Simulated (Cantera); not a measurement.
Feed: 1 mol N2O, 0.65 mol SO2, at 923 K.

These are equilibrium values from Cantera (NASA tables, ideal gas, pure condensed phases), not measurements of a reactor. Candidate condensed phases: S; 17 gas species. The ideal-gas law is rough above about 30 bar. Rates play no part.

log p: log10 of the partial pressure in bar; nothing condenses.

| P (Pa) | log p N2 | log p SO3 | log p SO2 | log p O2 | log p NO | log p NO2 | log p N2O |
|---|---|---|---|---|---|---|---|
| 10 | -4.33 | -6.16 | -4.53 | -4.64 | -9.00 | -11.99 | -15.16 |
| 200 | -3.03 | -4.25 | -3.25 | -3.35 | -7.70 | -10.05 | -13.21 |
| 3900 | [?] | [?] | [?] | [?] | [?] | [?] | [?] |
| 77000 | [?] | [?] | [?] | [?] | [?] | [?] | [?] |
| 1500000 | 0.90 | 0.65 | -0.15 | 0.24 | -3.94 | -4.49 | -7.48 |
| 30000000 | 2.21 | 2.01 | 0.58 | 1.48 | -2.66 | -2.60 | -5.55 |

### Question
Some entries are withheld; supply them.

### Answer

- 77000, log p N2: -0.40
- 77000, log p SO3: -0.80
- 77000, log p SO2: -1.01
- 77000, log p O2: -0.93
- 77000, log p NO: -5.18
- 77000, log p NO2: -6.32
- 77000, log p N2O: -9.38
- 3900, log p N2: -1.72
- 3900, log p SO3: -2.44
- 3900, log p SO2: -2.06
- 3900, log p O2: -2.12
- 3900, log p NO: -6.43
- 3900, log p NO2: -8.16
- 3900, log p N2O: -11.29
